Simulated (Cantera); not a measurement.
Input: 1 mol Nb, 0.24 mol H₂O, equilibrated at 6530 Torr.

Equilibrium computed with Cantera from the NASA thermochemical tables; the gas is ideal and each condensed phase is pure. Candidate condensed phases: H₂O, Nb, NbO, NbO₂, Nb₂O₅; 12 gas species. Mutual solubility and eutectic melting of coexisting phases are not modelled. NbO: taken at fixed stoichiometry. Condensed phases not in the tables: N, O or C dissolved in the metal. Equilibrium is a limit: real reactors are often held back by kinetics, nucleation or transport. All values below are at 2123 K.

Base state: H₂ 0.996, H₂O 0.00259, H 0.00121 (mole fractions); condensed: Nb(s) + NbO(s).

Problem. What changes in the equilibrium state with this change: Nb replaced by V?

Solution. 
| species | before | after |
|---|---|---|
| H₂ | 0.996 | 0.998 |
| H | 0.00121 | 0.00122 |
| H₂O | 0.00259 | 0.000532 |
| Nb(s), mol | 0.761 | 0 |
| NbO(s), mol | 0.239 | 0 |
| V(s), mol | 0 | 0.760 |
| VO(l), mol | 0 | 0.240 |
VO: taken at fixed stoichiometry. Further candidate phases: V, VO, V₂O₃, V₂O₄, V₂O₅.
